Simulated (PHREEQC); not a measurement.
A solution holds 0.0022 mol/kgw Cs2SO4 and 3.9e-05 mol/kgw HNO3, at 45 °C. Closed to the air; pH follows from the charge balance.

All values are PHREEQC results (ion-association model, wateq4f.dat), not measurements.

```
Item                       Result
----------------  ---------------
pH                           4.54
ionic strength    0.00662 mol/kgw
total alkalinity   -0.0390 meq/kg
```

| species | molality | activity | log γ |
|---|---|---|---|
| Cs+ | 0.00440 | 0.00402 | -0.039 |
| SO4-2 | 0.00219 | 0.00154 | -0.152 |
| NO3- | 3.90e-5 | 3.56e-5 | -0.040 |
| H+ | 3.14e-5 | 2.90e-5 | -0.035 |
| HSO4- | 7.60e-6 | 6.96e-6 | -0.038 |
| OH- | 1.48e-9 | 1.35e-9 | -0.039 |

This is a speciation only: nothing precipitates in the calculation. Complexes and solids missing from the database can't appear. Constants without temperature data keep their 25 °C values here.
